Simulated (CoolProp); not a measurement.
Vapour-liquid equilibrium of n-pentane (1) + benzene (2) at 0.0922 MPa; x and y are mole fractions of (1).

Values from CoolProp's multi-fluid Helmholtz-energy mixture model, Thol 2019 and Thol 2012; pair parameters Bell 2016.

```json
[
 {"x": "0.05", "bubble temperature, mixture model (°C)": "69.9", "bubble temperature, Raoult's law (°C)": "72.9", "y, mixture model": "0.239", "y, Raoult's law": "0.166"},
 {"x": "0.15", "bubble temperature, mixture model (°C)": "60.0", "bubble temperature, Raoult's law (°C)": "65.8", "y, mixture model": "0.503", "y, Raoult's law": "0.411"},
 {"x": "0.25", "bubble temperature, mixture model (°C)": "53.6", "bubble temperature, Raoult's law (°C)": "59.8", "y, mixture model": "0.640", "y, Raoult's law": "0.578"},
 {"x": "0.35", "bubble temperature, mixture model (°C)": "49.1", "bubble temperature, Raoult's law (°C)": "54.6", "y, mixture model": "0.725", "y, Raoult's law": "0.696"},
 {"x": "0.45", "bubble temperature, mixture model (°C)": "45.7", "bubble temperature, Raoult's law (°C)": "50.2", "y, mixture model": "0.785", "y, Raoult's law": "0.782"},
 {"x": "0.55", "bubble temperature, mixture model (°C)": "42.9", "bubble temperature, Raoult's law (°C)": "46.3", "y, mixture model": "0.832", "y, Raoult's law": "0.847"},
 {"x": "0.65", "bubble temperature, mixture model (°C)": "40.5", "bubble temperature, Raoult's law (°C)": "42.9", "y, mixture model": "0.873", "y, Raoult's law": "0.896"},
 {"x": "0.75", "bubble temperature, mixture model (°C)": "38.3", "bubble temperature, Raoult's law (°C)": "39.8", "y, mixture model": "0.910", "y, Raoult's law": "0.934"},
 {"x": "0.85", "bubble temperature, mixture model (°C)": "36.2", "bubble temperature, Raoult's law (°C)": "37.0", "y, mixture model": "0.946", "y, Raoult's law": "0.965"},
 {"x": "0.95", "bubble temperature, mixture model (°C)": "34.3", "bubble temperature, Raoult's law (°C)": "34.5", "y, mixture model": "0.982", "y, Raoult's law": "0.989"}
]
```

The largest gap from Raoult's law is -6.2 K in bubble temperature, at x = 0.25. No azeotrope shows between x = 0.05 and 0.95.

Pair parameters are fitted to limited data, so mixtures are less certain than the pure fluids.
